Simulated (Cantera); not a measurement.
# Premixed flame

A freely propagating, adiabatic, planar premixed flame of 7.27 % CH4, 0.872 % CO, 19.2 % O2, 72.2 % N2, 0.465 % H2O, equivalence ratio 0.78, unburnt at 423 K and 0.247 atm; mixture-averaged transport, grid criteria slope 0.08 and curve 0.16, no radiation.

Cantera simulation using GRI-Mech 3.0 (53 species, 325 reactions); the numbers are that mechanism's predictions, not measurements. Burning velocities carry a grid error of a few per cent, more on coarse grids.

```
z (mm)  T (K)  u (m/s)     x CH4     x CO    x O2    x CH2     x CO2     x HO2
------  -----  -------  --------  -------  ------  -------  --------  --------
-4.20     423    0.767    0.0727  0.00872   0.192    <1e-8   1.44e-8   1.64e-8
-2.80     424    0.768    0.0726  0.00872   0.192    <1e-8   5.81e-7   3.96e-7
-2.10     426    0.775    0.0723  0.00875   0.191    <1e-8   6.42e-6   2.96e-6
-1.40     459    0.837    0.0703  0.00932   0.189    <1e-8  0.000139   3.19e-5
-0.699    778     1.43    0.0532   0.0174   0.166  2.19e-7   0.00340   7.41e-5
-0.350   1147     2.13    0.0307   0.0301   0.132  5.11e-6    0.0104  0.000105
0        1501     2.81   0.00797   0.0425  0.0910  2.25e-5    0.0227  0.000110
0.350    1643     3.07  0.000710   0.0395  0.0668  4.77e-6    0.0362   1.93e-5
0.699    1682     3.13   3.72e-5   0.0309  0.0581  2.89e-7    0.0468   5.96e-6
1.40     1725     3.19   9.12e-8   0.0207  0.0528    <1e-8    0.0583   4.51e-6
2.80     1782     3.28     <1e-8   0.0146  0.0498    <1e-8    0.0651   3.72e-6
5.60     1850     3.39     <1e-8   0.0118  0.0479    <1e-8    0.0683   2.84e-6
11.2     1920     3.51     <1e-8  0.00906  0.0460    <1e-8    0.0714   1.97e-6
```
x: mole fraction of selected species; z is measured from the peak of heat release.

- laminar burning velocity: 76.7 cm/s
- thermal thickness: 1.40 mm
- peak x(CH2): 2.26e-5
- peak x(HO2): 0.000136
- grid points: 143
